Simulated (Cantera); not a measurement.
Mixture: CH4 : CO : O2 : N2 : H2O = 1 : 0.96 : 1.46 : 5.98 : 0.31 (molar parts), equivalence ratio 1.7, at 19.7 atm, adiabatic and at constant volume. Ignition delay is the time to a rise of 400 K.

Detailed kinetics in Cantera: GRI-Mech 3.0 (53 species, 325 reactions). The pressure lies above the range GRI-Mech 3.0 was tuned for (to about 10 atm).

### Question
What does this change do: O2 1.46 to 0.82 parts?

### Answer
```csv
quantity,before,after
delay at 1200 K,6.82 ms,18.0 ms
delay at 1400 K,0.521 ms,1.32 ms
delay at 1600 K,64.5 µs,0.147 ms
delay at 1800 K,11.5 µs,23.1 µs
delay at 2000 K,2.97 µs,5.53 µs
apparent activation energy between 1800 and 2000 K,200 kJ/mol,210 kJ/mol
```

### Question
What does this change do: 0.042 parts C2H6 added?

### Answer
| quantity | before | after |
|---|---|---|
| delay at 1200 K | 6.82 ms | 3.40 ms |
| delay at 1400 K | 0.521 ms | 0.283 ms |
| delay at 1600 K | 64.5 µs | 36.4 µs |
| delay at 1800 K | 11.5 µs | 7.02 µs |
| delay at 2000 K | 2.97 µs | 2.05 µs |
| apparent activation energy between 1800 and 2000 K | 200 kJ/mol | 180 kJ/mol |
